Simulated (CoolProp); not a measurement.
Vapour-liquid equilibrium of propane (1) + isopentane (2) at 606 kPa; x and y are mole fractions of (1).

Computed with CoolProp (multi-fluid Helmholtz-energy mixture model, Lemmon 2009 and Lemmon 2006; pair parameters Kunz 2012).

| x | bubble temperature (K) | y at the bubble point | dew temperature at overall composition x (K) | liquid density (mol/L) |
|---|---|---|---|---|
| 0.05 | 355.0 | 0.220 | 363.0 | 7.702 |
| 0.125 | 341.9 | 0.458 | 359.6 | 8.040 |
| 0.2 | 331.2 | 0.614 | 356.0 | 8.365 |
| 0.275 | 322.5 | 0.718 | 352.2 | 8.683 |
| 0.35 | 315.4 | 0.789 | 348.2 | 8.999 |
| 0.425 | 309.4 | 0.841 | 343.9 | 9.319 |
| 0.5 | 304.2 | 0.879 | 339.2 | 9.643 |
| 0.575 | 299.7 | 0.909 | 334.1 | 9.971 |
| 0.65 | 295.8 | 0.933 | 328.4 | 10.30 |
| 0.725 | 292.2 | 0.952 | 321.9 | 10.63 |
| 0.8 | 289.0 | 0.967 | 314.2 | 10.96 |
| 0.875 | 286.0 | 0.981 | 304.9 | 11.26 |
| 0.95 | 283.2 | 0.993 | 292.5 | 11.55 |

No azeotrope shows between x = 0.05 and 0.95.

The pair parameters rest on a limited set of measurements; away from them the model extrapolates.
